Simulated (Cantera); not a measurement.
Feed: 1 mol PbS, 4.7 mol H2, 1.1 mol N2, equilibrated at 2.10 bar.

Method: chemical equilibrium by Gibbs-energy minimisation in Cantera with the NASA 1993 tables (ideal gas, pure condensed phases). Candidate condensed phases: Pb, PbS, S; 18 gas species. The numbers say what is thermodynamically allowed, not how fast it happens.

Problem. Which condensed phases are stable at each of these points (T (K)): 1625, 1650, 1675, 1700, 1725, 1750, 1775, 1800, 1825, 1850?

Solution. 
```csv
T (K),condensed phases,Pb condensed (%)
1625,Pb(l),2.9
1650,gas only,0.0
1675,gas only,0.0
1700,gas only,0.0
1725,gas only,0.0
1750,gas only,0.0
1775,gas only,0.0
1800,gas only,0.0
1825,gas only,0.0
1850,gas only,0.0
```

At 1625 K the condensed part is Pb(l). From 1650 K to 1850 K nothing is condensed.
